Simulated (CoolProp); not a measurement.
Saturated liquid density (kg/m³) of R123: the reference equation beside estimates from Tc = 456.8 K, pc = 36.62 bar, ω = 0.282. Rackett uses Z = 0.29056 − 0.08775 ω.

Computed with CoolProp (reference Helmholtz-energy equation of state, Younglove 1994). It is a modified Benedict-Webb-Rubin equation, recast in Helmholtz form.

| T (K) | reference | Rackett | van der Waals | Redlich-Kwong | Peng-Robinson |
|---|---|---|---|---|---|
| 239.3 | 1606 | 1620 | 953.5 | 1414 | 1633 |
| 243.2 | 1597 | 1611 | 948.7 | 1406 | 1626 |
| 247.2 | 1588 | 1602 | 943.8 | 1397 | 1618 |
| 251.2 | 1578 | 1593 | 938.8 | 1389 | 1610 |
| 255.1 | 1569 | 1583 | 933.8 | 1380 | 1602 |
| 259.1 | 1560 | 1574 | 928.7 | 1372 | 1594 |
| 263.1 | 1550 | 1564 | 923.5 | 1363 | 1586 |
| 267 | 1541 | 1555 | 918.3 | 1354 | 1577 |
| 271 | 1531 | 1545 | 913.0 | 1345 | 1569 |
| 275 | 1522 | 1536 | 907.6 | 1336 | 1560 |

Absolute difference from the reference over all 10 rows, mean and median: Rackett 0.9 and 0.9 %, van der Waals 40.5 and 40.5 %, Redlich-Kwong 12.1 and 12.0 %, Peng-Robinson 2.1 and 2.1 %.
